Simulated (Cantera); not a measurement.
A perfectly stirred reactor is fed with H2 : O2 : N2 = 0.48 : 1 : 1 (molar parts), equivalence ratio 0.24, at 0.0132 atm; it is held at 1025 K, and followed from long to short residence time.

Cantera simulation using the H2/O2 subset of GRI-Mech 3.0, which has no nitrogen chemistry; the numbers are that mechanism's predictions, not measurements. Radical loss at walls, strong at low pressure, is not modelled. The temperature is held fixed by assumption; the heat of reaction is taken as removed at once.

What does this change do: O2 1 to 0.27 parts?


| quantity | before | after |
|---|---|---|
| x(H2) at τ = 6.50 s | 0.000454 | 0.00356 |
| x(O2) at τ = 6.50 s | 0.339 | 0.0217 |
| x(O) at τ = 6.50 s | 0.000438 | 0.000391 |
| x(HO2) at τ = 6.50 s | 3.62e-6 | 7.30e-7 |
| x(OH) at τ = 6.50 s | 0.000451 | 0.000518 |
| x(H2) at τ = 0.110 s | 0.00544 | 0.0231 |
| x(O2) at τ = 0.110 s | 0.337 | 0.0384 |
| x(O) at τ = 0.110 s | 0.00565 | 0.00447 |
| x(HO2) at τ = 0.110 s | 7.11e-6 | 1.20e-6 |
| x(OH) at τ = 0.110 s | 0.00191 | 0.00169 |
